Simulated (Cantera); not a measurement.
What does this Cantera script print?

```python
import numpy as np
import cantera as ct

gas_names = [...]  # 114 gases of nasa_gas.yaml made of C, Fe, H, O
cond_names = """
    C(gr) C6H6(L) C7H8(L) C8H18(L),n-octa Fe(a) Fe(c) Fe(d) Fe(L) FeC5O5(L) FeO(s) FeO(L) Fe(OH)2(s)
    Fe(OH)3(s) Fe2O3(s) Fe3O4(s) H2O(s) H2O(L)
""".split()


# ... load() reads the species with a 1 bar reference pressure and builds the phases ...
atoms = {
    'Fe': {'Fe': 1},
    'H2O': {'H': 2, 'O': 1},
    'CO': {'C': 1, 'O': 1},
}
top_T = {'C(gr)': 4500, 'Fe2O3(s)': 1830, 'Fe3O4(s)': 1870}  # K; cautious upper limits of use, not melting points


# ... equilibrate(T, P, feed) seeds the gas with the atoms and calls Mixture.equilibrate('TP', solver="vcs", rtol=1e-11, max_steps=5000) ...
results = []
feed = {'Fe': 1, 'H2O': 5.4, 'CO': 9.7}  # mol
P = 13332.2  # Pa
for T in [1798, 1823, 1848, 1873, 1898, 1923, 1948, 1973, 1998, 2023]:
    mix = equilibrate(T, P, feed)
    results.append((T, P, feed, dict(zip(mix.species_names, mix.species_moles))))

top = {s: max(r[3][s] / sum(r[3][g] for g in gas_names) for r in results) for s in gas_names}
cols = sorted((s for s in top if top[s] > 1e-05), key=lambda s: -top[s])[:8]
seen = [c for c in cond_names if any(r[3].get(c, 0) > 1e-12 for r in results)]
print("log10 of partial pressures in bar; condensed amounts in mol")
print(f"{'T/K':>10s}" + "".join(f"{s[:9]:>10s}" for s in cols + seen))
for T, P, feed, n in results:
    ng = sum(n[g] for g in gas_names)
    print(f"{T:10.4g}" + "".join(f"{np.log10(max(n[s] / ng * P / 1e5, 1e-99)):10.3f}" for s in cols)
          + "".join(f"{n.get(c, 0):10.4g}" for c in seen))
```

It prints:

```
log10 of partial pressures in bar; condensed amounts in mol
       T/K        CO        H2       H2O       CO2         H        Fe        OH   Fe(OH)2    FeO(L)
      1798    -1.159    -1.600    -1.647    -1.787    -4.254    -4.838    -5.483    -5.493     0.998
      1823    -1.158    -1.603    -1.644    -1.792    -4.165    -4.691    -5.363    -5.429    0.9972
      1848    -1.157    -1.606    -1.641    -1.796    -4.079    -4.548    -5.247    -5.368    0.9963
      1873    -1.157    -1.609    -1.639    -1.800    -3.995    -4.410    -5.134    -5.308     0.995
      1898    -1.156    -1.612    -1.636    -1.803    -3.913    -4.275    -5.024    -5.250    0.9933
      1923    -1.155    -1.615    -1.633    -1.807    -3.833    -4.145    -4.917    -5.194     0.991
      1948    -1.155    -1.618    -1.631    -1.810    -3.756    -4.017    -4.813    -5.139    0.9881
      1973    -1.154    -1.621    -1.629    -1.814    -3.680    -3.894    -4.711    -5.086    0.9843
      1998    -1.154    -1.624    -1.626    -1.817    -3.607    -3.774    -4.611    -5.034    0.9795
      2023    -1.153    -1.627    -1.624    -1.820    -3.535    -3.657    -4.514    -4.983    0.9733
```

Equilibrium computed with Cantera from the NASA thermochemical tables; the gas is ideal and each condensed phase is pure. The tables' stoichiometric FeO is somewhat more stable than real wüstite, so its field is too wide. FeO: taken at fixed stoichiometry.
